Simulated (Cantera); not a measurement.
What does this Cantera script print?

```python
import numpy as np
import cantera as ct

gas = ct.Solution("gri30.yaml")
gas.TP = 300, 100000
flame = ct.CounterflowDiffusionFlame(gas, width=0.02)
flame.fuel_inlet.X, flame.fuel_inlet.T = {'CH4': 1}, 400
flame.oxidizer_inlet.X, flame.oxidizer_inlet.T = {'O2': 0.28, 'N2': 0.72}, 425
flame.set_refine_criteria(ratio=3, slope=0.12, curve=0.24, prune=0.03)
show = ['OH', 'H', 'NO', 'CO', 'C2H2']

rows = []
print(f"{'mdot':>8s}{'a_max':>10s}{'a_mean':>10s}{'Tmax/K':>9s}" + "".join(f"{s:>11s}" for s in show) + "   (peak mole fractions)")
for i, mdot in enumerate([0.25, 0.35, 0.48, 0.66, 0.91, 1.3, 1.7]):  # kg/m2/s on the oxidiser side
    flame.oxidizer_inlet.mdot, flame.fuel_inlet.mdot = mdot, 0.72 * mdot
    flame.solve(loglevel=0, auto=(i == 0))
    if flame.T.max() < max(400, 425) + 100:
        print(f"{mdot:8.3g}  no burning solution found from the previous one")
        break
    dT = np.abs(np.gradient(flame.T, flame.grid))
    rows.append([flame.strain_rate("max"), flame.strain_rate("mean"), flame.T.max(),
                 *(flame.X[gas.species_index(s)].max() for s in show), max(dT[0], dT[-1]) / dT.max()])
    print(f"{mdot:8.3g}{rows[-1][0]:10.1f}{rows[-1][1]:10.1f}{rows[-1][2]:9.1f}" + "".join(f"{x:11.3e}" for x in rows[-1][3:-1]))
```

Output:

```
    mdot     a_max    a_mean   Tmax/K         OH          H         NO         CO       C2H2   (peak mole fractions)
    0.25     198.7      33.8   2355.9  1.480e-02  6.397e-03  5.822e-04  9.201e-02  2.132e-02
    0.35     264.8      47.3   2333.7  1.484e-02  6.698e-03  5.187e-04  9.000e-02  2.065e-02
    0.48     348.1      64.9   2316.1  1.481e-02  6.966e-03  4.689e-04  8.816e-02  2.001e-02
    0.66     460.3      89.3   2301.2  1.474e-02  7.229e-03  4.257e-04  8.639e-02  1.932e-02
    0.91     612.4     123.1   2288.4  1.468e-02  7.520e-03  3.860e-04  8.479e-02  1.861e-02
     1.3     843.4     175.9   2274.3  1.455e-02  7.827e-03  3.425e-04  8.327e-02  1.778e-02
     1.7    1072.7     230.0   2261.5  1.434e-02  8.014e-03  3.077e-04  8.217e-02  1.706e-02
```

Model: GRI-Mech 3.0 (53 species, 325 reactions), integrated in Cantera. GRI-Mech 3.0 has no aromatics or soot, which form on the fuel side of real flames. The maximum strain rate includes the flame's own expansion and is several times the mean.
